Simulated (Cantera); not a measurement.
# Thermodynamics of titanium nitride, carbide and oxide coatings, feed Ti(OiPr)4 + O2

A closed system holds: 1 mol Ti(OiPr)4, a varied amount of O2, equilibrated at 1.00 bar.

Cantera equilibrium calculation (NASA polynomials, part measured and part estimated; ideal gas, pure solids and liquids). Candidate condensed phases: C, C6H6, C7H8, C8H18, H2O, Ti, TiC, TiO, TiO2, Ti2O3, Ti3O5, Ti4O7; 113 gas species. The feed counts by its element totals alone. Mutual solubility and eutectic melting of coexisting phases are not modelled. TiC, TiO: taken at fixed stoichiometry. Condensed phases not in the tables: Magnéli phases beyond Ti4O7, solid solutions among these carbides, nitrides and lower oxides. The numbers say what is thermodynamically allowed, not how fast it happens.

Q: Map the stable condensed phases over T = 802, 902, 1002, 1102, 1202, 1302, 1402, 1502, 1602, 1702, 1802, 1902 °C and n(O2) in mol = 1.2, 1.4, 1.8, 2.2, 2.7, 3.3, 4.1, 5.1, 6.3, 7.8, 9.7, 12.

A: 
```
T in °C \ n(O2) in mol
         1.2 1.4 1.8 2.2 2.7 3.3 4.1 5.1 6.3 7.8 9.7  12
   1902    A   A   A   A   A   A   B   C   D   D   D   E
   1802    A   A   A   A   A   A   F   D   D   D   E   E
   1702    A   A   A   A   A   A   F   C   D   E   E   E
   1602    A   A   A   A   A   A   F   C   E   E   E   E
   1502    A   A   A   A   A   A   F   C   E   E   E   E
   1402    A   A   A   A   A   A   F   D   E   E   E   E
   1302    A   A   A   A   A   A   G   D   E   E   E   E
   1202    H   H   H   H   H   H   H   I   E   E   E   E
   1102    H   H   J   J   J   J   J   E   E   E   E   E
   1002    K   K   K   K   K   K   K   E   E   E   E   E
    902    K   K   K   K   K   K   K   K   E   E   E   E
    802    K   K   K   K   K   K   K   K   E   E   E   E
```
A: C + TiC; B: TiC + TiO; C: Ti3O5; D: Ti4O7; E: TiO2; F: TiC + Ti2O3; G: TiC + Ti3O5; H: C + Ti3O5; I: TiO2 + Ti4O7; J: C + Ti4O7; K: C + TiO2.
